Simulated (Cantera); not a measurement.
Input: 1 mol SiH4, 0.068 mol C2H4, a varied amount of H2, equilibrated at 2000 K and 2.40 mbar.

Equilibrium computed with Cantera from the NASA thermochemical tables; the gas is ideal and each condensed phase is pure. Candidate condensed phases: C, C6H6, C7H8, C8H18, Si, SiC; 87 gas species. Mutual solubility and eutectic melting of coexisting phases are not modelled. Gases not in the tables: Si2H6 and higher silanes. Equilibrium is a limit: real reactors are often held back by kinetics, nucleation or transport.

Q: Which condensed phases are stable at each of these points (n(H2) (mol)): 3.6, 6.1, 10, 17, 29, 49, 83, 140, 240, 400, 680, 1100, 1900?

A: 
```
n(H2) (mol)  condensed phases  Si condensed (%)
-----------  ----------------  ----------------
3.6            Si(l) + SiC(s)              87.9
6.1            Si(l) + SiC(s)              82.6
10             Si(l) + SiC(s)              74.4
17             Si(l) + SiC(s)              59.7
29             Si(l) + SiC(s)              34.4
49                     SiC(s)              11.4
83                     SiC(s)              11.2
140                    SiC(s)              10.5
240                    SiC(s)               7.6
400                  gas only               0.0
680                  gas only               0.0
1100                 gas only               0.0
1900                 gas only               0.0
```

From 3.6 mol H2 to 29 mol H2 the condensed part is Si(l) + SiC(s). From 49 mol H2 to 240 mol H2 the condensed part is SiC(s). From 400 mol H2 to 1900 mol H2 nothing is condensed.
